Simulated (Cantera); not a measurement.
A closed system holds: 1 mol Si, 0.56 mol HCl, 11 mol H₂, a varied amount of Cl₂, held at 648.15 K and 1.00 bar.

These are equilibrium values from Cantera (NASA tables, ideal gas, pure condensed phases), not measurements of a reactor. Candidate condensed phases: Si; 19 gas species. Rates play no part.

**Question.** Which condensed phases are stable at each of these points (n(Cl₂) (mol)): 0.5, 0.58, 0.68, 0.79, 0.92, 1.1, 1.2, 1.4, 1.7, 2, 2.3, 2.7?

**Answer.** 
```csv
n(Cl₂) (mol),condensed phases,Si condensed (%)
0.5,Si(s),54.9
0.58,Si(s),50.4
0.68,Si(s),44.7
0.79,Si(s),38.6
0.92,Si(s),31.3
1.1,Si(s),21.3
1.2,Si(s),15.7
1.4,Si(s),4.6
1.7,gas only,0.0
2,gas only,0.0
2.3,gas only,0.0
2.7,gas only,0.0
```

From 0.5 mol Cl₂ to 1.4 mol Cl₂ the condensed part is Si(s). From 1.7 mol Cl₂ to 2.7 mol Cl₂ nothing is condensed.
